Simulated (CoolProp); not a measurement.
Vapour-liquid equilibrium of cyclohexane (1) + o-xylene (2) at 0.465 MPa; x and y are mole fractions of (1).

The numbers come from the multi-fluid Helmholtz-energy mixture model, Zhou 2014 and Zhou 2012; pair parameters Bell 2016 in CoolProp.

Problem. Give the bubble temperature and the first vapour's composition at x = 0.2, 0.5, 0.65. Is there an azeotrope?

Solution. x = 0.2: 186.5 °C, y = 0.493; x = 0.5: 163.0 °C, y = 0.791; x = 0.65: 155.3 °C, y = 0.868. No azeotrope shows between x = 0.05 and 0.95.

The pair parameters rest on a limited set of measurements; away from them the model extrapolates.
